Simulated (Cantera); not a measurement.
An adiabatic, constant-pressure homogeneous reactor starts with CH4 : C2H6 : O2 : N2 = 1 : 0.17 : 1.62 : 6.49 (molar parts), at 1150 K and 0.513 atm. Integrator tolerance rtol = 1e-08.

Detailed kinetics in Cantera: GRI-Mech 3.0 (53 species, 325 reactions).

Problem. What does this change do: pressure from 0.513 atm to 4.93 atm?

Solution. 
```
quantity                                                              before                                      after
---------------------------------  -----------------------------------------  -----------------------------------------
time of steepest temperature rise                                    11.5 ms                                    2.41 ms
temperature at 2.00 s                                                 2417 K                                     2456 K
equilibrium temperature                                               2417 K                                     2456 K
x(CH4) at 2.00 s                       <1e-12 (gas-phase equilibrium <1e-12)  4.16e-11 (gas-phase equilibrium 4.69e-11)
x(C2H6) at 2.00 s                      <1e-12 (gas-phase equilibrium <1e-12)      <1e-12 (gas-phase equilibrium <1e-12)
x(O2) at 2.00 s                      9.16e-5 (gas-phase equilibrium 9.16e-5)    1.43e-5 (gas-phase equilibrium 1.43e-5)
x(NO) at 2.00 s                    0.000369 (gas-phase equilibrium 0.000369)  0.000157 (gas-phase equilibrium 0.000157)
x(H2O) at 2.00 s                         0.151 (gas-phase equilibrium 0.151)        0.153 (gas-phase equilibrium 0.153)
x(NO2) at 2.00 s                     5.39e-9 (gas-phase equilibrium 5.39e-9)    2.70e-9 (gas-phase equilibrium 2.70e-9)
x(C2H) at 2.00 s                       <1e-12 (gas-phase equilibrium <1e-12)      <1e-12 (gas-phase equilibrium <1e-12)
```

Problem. What does this change do: pressure from 0.513 atm to 9.87 atm?

Solution. 
```csv
quantity,before,after
time of steepest temperature rise,11.5 ms,1.47 ms
temperature at 2.00 s,2417 K,2463 K
equilibrium temperature,2417 K,2463 K
x(CH4) at 2.00 s,<1e-12 (gas-phase equilibrium <1e-12),1.63e-10 (gas-phase equilibrium 1.83e-10)
x(C2H6) at 2.00 s,<1e-12 (gas-phase equilibrium <1e-12),<1e-12 (gas-phase equilibrium <1e-12)
x(O2) at 2.00 s,9.16e-5 (gas-phase equilibrium 9.16e-5),7.66e-6 (gas-phase equilibrium 7.66e-6)
x(NO) at 2.00 s,0.000369 (gas-phase equilibrium 0.000369),0.000116 (gas-phase equilibrium 0.000116)
x(H2O) at 2.00 s,0.151 (gas-phase equilibrium 0.151),0.154 (gas-phase equilibrium 0.154)
x(NO2) at 2.00 s,5.39e-9 (gas-phase equilibrium 5.39e-9),2.05e-9 (gas-phase equilibrium 2.05e-9)
x(C2H) at 2.00 s,<1e-12 (gas-phase equilibrium <1e-12),<1e-12 (gas-phase equilibrium <1e-12)
```
